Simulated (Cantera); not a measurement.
Cantera run:

```python
import numpy as np
import cantera as ct

gas_names = """
    F F2 H HF H2 H2F2 H3F3 H4F4 H5F5 H6F6 H7F7 N NF NF2 NF3 NH NH2 NH3 N2 N2H2 N2H4 Si SiF SiF2 SiF3
    SiF4 SiH SiHF3 SiH2 SiH2F2 SiH3 SiH3F SiH4 SiN Si2 Si2N Si3
""".split()
cond_names = """
    Si(cr) Si(L) Si3N4(a)
""".split()


# ... load() reads the species with a 1 bar reference pressure and builds the phases ...
atoms = {
    'Si3N4': {'Si': 3, 'N': 4},
    'HF': {'H': 1, 'F': 1},
    'N2': {'N': 2},
}
top_T = {'Si3N4(a)': 2400}  # K; cautious upper limits of use, not melting points


# ... equilibrate(T, P, feed) seeds the gas with the atoms and calls Mixture.equilibrate('TP', solver="vcs", rtol=1e-11, max_steps=5000) ...
results = []
T = 1050  # K
P = 4.1  # Pa
for m in [5.8, 8, 11, 15, 21, 29, 40]:
    feed = {'Si3N4': 1, 'HF': m, 'N2': 4.9}  # mol
    mix = equilibrate(T, P, feed)
    results.append((T, P, feed, dict(zip(mix.species_names, mix.species_moles))))

top = {s: max(r[3][s] / sum(r[3][g] for g in gas_names) for r in results) for s in gas_names}
cols = sorted((s for s in top if top[s] > 0.0001), key=lambda s: -top[s])[:6]
seen = [c for c in cond_names if any(r[3].get(c, 0) > 1e-12 for r in results)]
print("log10 of partial pressures in bar; condensed amounts in mol")
print(f"{'n(HF)':>10s}" + "".join(f"{s[:9]:>10s}" for s in cols + seen))
for T, P, feed, n in results:
    ng = sum(n[g] for g in gas_names)
    print(f"{feed['HF']:10.4g}" + "".join(f"{np.log10(max(n[s] / ng * P / 1e5, 1e-99)):10.3f}" for s in cols)
          + "".join(f"{n.get(c, 0):10.4g}" for c in seen))
```

It prints:

```
log10 of partial pressures in bar; condensed amounts in mol
     n(HF)        HF        N2        H2      SiF4      SiF3     SiHF3  Si3N4(a)
       5.8    -7.254    -4.628    -4.935    -5.238    -7.693    -8.246    0.5173
         8    -7.217    -4.680    -4.874    -5.176    -7.638    -8.160    0.3341
        11    -7.188    -4.735    -4.824    -5.126    -7.591    -8.089   0.08427
        15    -5.187    -4.825    -4.886    -5.187    -9.685   -10.213         0
        21    -4.829    -4.945    -5.005    -5.306   -10.222   -10.809         0
        29    -4.674    -5.066    -5.126    -5.427   -10.558   -11.207         0
        40    -4.583    -5.191    -5.252    -5.553   -10.838   -11.549         0
```

Equilibrium computed with Cantera from the NASA thermochemical tables; the gas is ideal and each condensed phase is pure. The tables' values for SiF3 are old estimates; treat these amounts as uncertain.
